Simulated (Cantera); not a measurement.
A perfectly stirred reactor is fed with NH3 : H2 = 0.36 : 7.2 (molar parts), at 33000 Pa; it is held at 2273 K, and followed from long to short residence time.

Model: the gas-phase N/H chemistry of the illustrative SiF4/NH3 mechanism in the Surface Chemkin manual (1991), integrated in Cantera. Walls and surfaces, which speed up NH3 decomposition in real reactors, are not modelled.

x: mole fraction; the columns are a selection and need not sum to one.

```json
[
 {"τ (s)": "0.97", "x NH3": "0.000407", "x H2": "0.963", "x N2H4": "7.58e-12", "x N2H2": "2.61e-9", "x NH2": "1.87e-5", "x N2": "0.0224", "x N": "4.41e-6"},
 {"τ (s)": "0.40", "x NH3": "0.000685", "x H2": "0.964", "x N2H4": "1.96e-11", "x N2H2": "6.57e-9", "x NH2": "3.00e-5", "x N2": "0.0222", "x N": "6.49e-6"},
 {"τ (s)": "0.16", "x NH3": "0.00133", "x H2": "0.965", "x N2H4": "5.83e-11", "x N2H2": "1.80e-8", "x NH2": "5.17e-5", "x N2": "0.0219", "x N": "8.84e-6"},
 {"τ (s)": "0.067", "x NH3": "[?]", "x H2": "0.966", "x N2H4": "2.00e-10", "x N2H2": "[?]", "x NH2": "[?]", "x N2": "0.0210", "x N": "[?]"},
 {"τ (s)": "0.027", "x NH3": "0.00962", "x H2": "0.966", "x N2H4": "7.66e-10", "x N2H2": "1.41e-7", "x NH2": "0.000187", "x N2": "0.0180", "x N": "7.87e-6"},
 {"τ (s)": "0.011", "x NH3": "0.0211", "x H2": "0.962", "x N2H4": "1.95e-9", "x N2H2": "2.79e-7", "x NH2": "0.000298", "x N2": "0.0124", "x N": "6.54e-6"},
 {"τ (s)": "0.0046", "x NH3": "0.0329", "x H2": "0.956", "x N2H4": "3.20e-9", "x N2H2": "3.94e-7", "x NH2": "0.000382", "x N2": "0.00678", "x N": "5.63e-6"},
 {"τ (s)": "0.0019", "x NH3": "0.0414", "x H2": "0.952", "x N2H4": "3.69e-9", "x N2H2": "4.04e-7", "x NH2": "0.000410", "x N2": "0.00272", "x N": "4.40e-6"},
 {"τ (s)": "0.00076", "x NH3": "0.0459", "x H2": "0.951", "x N2H4": "[?]", "x N2H2": "[?]", "x NH2": "[?]", "x N2": "[?]", "x N": "[?]"},
 {"τ (s)": "0.00031", "x NH3": "0.0472", "x H2": "0.951", "x N2H4": "1.01e-9", "x N2H2": "6.24e-8", "x NH2": "0.000215", "x N2": "5.74e-5", "x N": "4.91e-7"},
 {"τ (s)": "0.00013", "x NH3": "0.0475", "x H2": "0.952", "x N2H4": "2.12e-10", "x N2H2": "7.86e-9", "x NH2": "9.81e-5", "x N2": "2.68e-6", "x N": "4.63e-8"}
]
```

Question: Complete the blanks.

Answer: 
- 0.067, x NH3: 0.00320
- 0.067, x N2H2: 5.08e-8
- 0.067, x NH2: 9.56e-5
- 0.067, x N: 9.57e-6
- 0.00076, x N2H4: 2.77e-9
- 0.00076, x N2H2: 2.51e-7
- 0.00076, x NH2: 0.000355
- 0.00076, x N2: 0.000631
- 0.00076, x N: 2.34e-6
